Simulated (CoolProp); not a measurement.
Saturated liquid density (kg/m³) of CH3F (R41): the reference equation beside estimates from Tc = 44.1 °C, pc = 5.906 MPa, ω = 0.200. Rackett uses Z = 0.29056 − 0.08775 ω.

Model: reference Helmholtz-energy equation of state, Lemmon 2006, in CoolProp. It is a short technical equation, of lower accuracy than the large ones.

```csv
T (°C),reference,Rackett,van der Waals,Soave-Redlich-Kwong,Peng-Robinson
-104.45,933.5,793.9,490.5,738.5,831.8
-93.65,912.3,776.4,480.4,723.1,815.4
-82.95,890.7,758.5,469.8,706.7,797.8
-72.15,868.1,739.8,458.7,688.8,778.5
-61.45,844.7,720.4,447.0,669.7,757.7
-50.65,820.0,700.0,434.4,648.8,734.7
-39.95,794.2,678.6,421.2,626.1,709.7
-29.25,766.7,656.0,406.9,601.2,682.0
-18.45,736.7,631.6,391.4,573.5,650.8
-7.75,704.4,605.2,374.5,542.8,616.0
3.05,668.0,575.7,355.4,507.7,575.7
13.75,626.7,542.3,333.8,467.4,529.0
24.55,576.3,501.5,307.6,418.2,471.4
35.25,507.3,445.4,273.0,353.4,394.8
```

Absolute difference from the reference over all 14 rows, mean and median: Rackett 14.2 and 14.5 %, van der Waals 46.9 and 46.9 %, Soave-Redlich-Kwong 22.8 and 21.4 %, Peng-Robinson 12.8 and 11.0 %.
